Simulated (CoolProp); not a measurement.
n-heptane along the isobar 40.5 bar: Z from the reference equation and from simpler models built on Tc = 268.1 °C, pc = 27.74 bar, ω = 0.349; each cubic takes its own stable root.

Values from CoolProp's reference Helmholtz-energy equation of state, Span 2003. It is a short technical equation, of lower accuracy than the large ones.

```json
[
 {"T (°C)": "-4.85", "phase": "liquid", "reference": "0.2571", "van der Waals": "0.4398", "Redlich-Kwong": "0.2991", "Peng-Robinson": "(withheld)"},
 {"T (°C)": "13.65", "phase": "liquid", "reference": "0.2457", "van der Waals": "0.4183", "Redlich-Kwong": "(withheld)", "Peng-Robinson": "0.2462"},
 {"T (°C)": "32.05", "phase": "liquid", "reference": "(withheld)", "van der Waals": "0.3999", "Redlich-Kwong": "0.2740", "Peng-Robinson": "0.2354"},
 {"T (°C)": "50.55", "phase": "liquid", "reference": "0.2277", "van der Waals": "0.3841", "Redlich-Kwong": "0.2643", "Peng-Robinson": "0.2262"},
 {"T (°C)": "68.95", "phase": "liquid", "reference": "0.2206", "van der Waals": "0.3705", "Redlich-Kwong": "0.2563", "Peng-Robinson": "0.2185"},
 {"T (°C)": "87.35", "phase": "liquid", "reference": "0.2147", "van der Waals": "0.3589", "Redlich-Kwong": "0.2498", "Peng-Robinson": "0.2122"},
 {"T (°C)": "105.85", "phase": "liquid", "reference": "0.2097", "van der Waals": "0.3490", "Redlich-Kwong": "0.2447", "Peng-Robinson": "0.2072"},
 {"T (°C)": "124.25", "phase": "liquid", "reference": "0.2057", "van der Waals": "0.3409", "Redlich-Kwong": "0.2409", "Peng-Robinson": "0.2034"},
 {"T (°C)": "142.65", "phase": "liquid", "reference": "0.2027", "van der Waals": "0.3343", "Redlich-Kwong": "0.2385", "Peng-Robinson": "0.2009"},
 {"T (°C)": "161.15", "phase": "liquid", "reference": "0.2007", "van der Waals": "0.3292", "Redlich-Kwong": "0.2374", "Peng-Robinson": "0.1998"}
]
```

Task: Some entries are withheld; supply them.

Result: 
- -4.85, Peng-Robinson: 0.2591
- 13.65, Redlich-Kwong: 0.2854
- 32.05, reference: 0.2360
